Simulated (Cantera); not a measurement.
A perfectly stirred reactor is fed with 1.81 % C₃H₈, 20.7 % O₂, 77.5 % N₂, equivalence ratio 0.44, at 0.420 bar; it is adiabatic with a 575 K inlet, and is followed from long to short residence time, starting on the burning branch (τ in s: 0.4, 0.098, 0.024, 0.0057, 0.0014, 0.00033, 8.1e-05, 1.9e-05, 4.7e-06).

Detailed kinetics in Cantera: GRI-Mech 3.0 (53 species, 325 reactions). GRI-Mech 3.0 was tuned for natural gas; its chemistry of propane as a main component is partial and can be far from experiment.

Problem. Predict: blow-out, bracketed by the residence times tried; x(C₃H₈) at τ = 0.400 s; x(O₂) at τ = 0.400 s; x(CH₂CO) at τ = 0.400 s; x(CO) at τ = 0.400 s; x(CH₃) at τ = 0.400 s; x(C₃H₈) at τ = 1.40 ms; x(O₂) at τ = 1.40 ms; x(CH₂CO) at τ = 1.40 ms; x(CO) at τ = 1.40 ms; x(CH₃) at τ = 1.40 ms.

Solution. 
```json
{
 "blow_out_bracketed_by_the_residence_times_tried": "burning at 1.40 ms, out at 0.330 ms",
 "x(C₃H₈) at τ = 0.400 s": "8.14e-7",
 "x(O₂) at τ = 0.400 s": "0.114",
 "x(CH₂CO) at τ = 0.400 s": "1.56e-6",
 "x(CO) at τ = 0.400 s": "0.000246",
 "x(CH₃) at τ = 0.400 s": "5.57e-7",
 "x(C₃H₈) at τ = 1.40 ms": "3.73e-5",
 "x(O₂) at τ = 1.40 ms": "0.118",
 "x(CH₂CO) at τ = 1.40 ms": "3.51e-5",
 "x(CO) at τ = 1.40 ms": "0.00996",
 "x(CH₃) at τ = 1.40 ms": "1.80e-5"
}
```
